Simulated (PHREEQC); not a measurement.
Consider water at 25 °C with 2.4 mol/kgw MgCl2, 0.04 mol/kgw NaHCO3 and 0.23 mol/kgw KBr. Closed to the air; pH follows from the charge balance.

Model: Pitzer model, pitzer.dat, run in PHREEQC.

Each row changes one thing in this solution. No solid was allowed to form.

```csv
case,pH,MgOH+ (mol/kgw),SI of Sylvite (KCl),SI of Carnallite (KMgCl3:6H2O)
as made,6.03,2.09e-5,-0.99,-2.87
NaHCO3 left out,4.89,?,-0.99,?
KBr replaced by KCl at the same molality,6.03,?,-0.97,?
```

Q: What belongs in the gaps?

A: 
- NaHCO3 left out, MgOH+ (mol/kgw): 1.51e-6
- NaHCO3 left out, SI of Carnallite (KMgCl3:6H2O): -2.86
- KBr replaced by KCl at the same molality, MgOH+ (mol/kgw): 2.00e-5
- KBr replaced by KCl at the same molality, SI of Carnallite (KMgCl3:6H2O): -2.82

Some of these states are supersaturated (in Magnesite (slow to form), for instance). In brines, pH and single-ion activities rest on the MacInnes convention.
